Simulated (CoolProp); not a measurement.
Model: reference Helmholtz-energy equation of state, Fiedler 2023, in CoolProp.

### Question
Give the vapour pressure (MPa), enthalpy of vaporisation (kJ/kg), vapour Z of saturated tetrahydrofuran at 387.5 K.

### Answer
```
T (K)  p (MPa)  enthalpy of vaporisation (kJ/kg)  vapour Z
-----  -------  --------------------------------  --------
387.5    0.389                               377     0.924
```
